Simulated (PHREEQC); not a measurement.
Synthetic water in mg/L, 25 °C, pH 7, pe -1.9:

| constituent | mg/L |
|---|---|
| Na | 8.87 |
| K | 0.239 |
| Ca | 66.5 |
| Mg | 9.98 |
| Cl | 115 |
| S(6) as SO4 | 2.74 |
| Alkalinity as HCO3 | 68.8 |
| Sr | 0.426 |
| F | 0.0112 |
| Zn | 7.88 |
| B | 0.672 |
| Li | 0.84 |
| Fe(2) | 0.0832 |

Cl is adjusted to close the charge balance.
Valence states are taken as typed.

All values are PHREEQC results (ion-association model, wateq4f.dat), not measurements.

This is a speciation only: nothing precipitates in the calculation.

Q: Order these Fe species by the share of Fe that they hold, largest first: Fe+2, FeOH+, FeCl+, FeHCO3+, FeCO3.

A: Fe+2 (91 %), FeHCO3+ (7.1 %), FeCO3 (0.73 %), FeCl+ (0.33 %), FeOH+ (0.22 %)

The pH is 7.00 and the ionic strength 0.00703 mol/kgw. Real BF4- forms and hydrolyses slowly; the run takes it at equilibrium. Fluoro complexes past AlF4- and FeF3 are missing from the database.
